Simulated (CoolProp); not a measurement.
Aqueous ethanol as a coolant, 16 % by mass, freezing at -8.1 °C, 1 atm.

Values from CoolProp's Melinder's fits for secondary coolants.

```csv
T (°C),Prandtl number,conductivity (W/(m K)),density (kg/m³),viscosity (mPa s)
-4.9,56.0,0.464,979.9,5.87
0.3,41.4,0.470,979.3,4.41
5.4,31.7,0.475,978.4,3.43
10.6,24.8,0.480,977.1,2.73
15.8,19.9,0.486,975.6,2.22
21,16.3,0.491,973.7,1.85
26.1,13.6,0.497,971.7,1.57
31.3,11.5,0.502,969.5,1.34
36.5,9.88,0.507,967.0,1.16
```
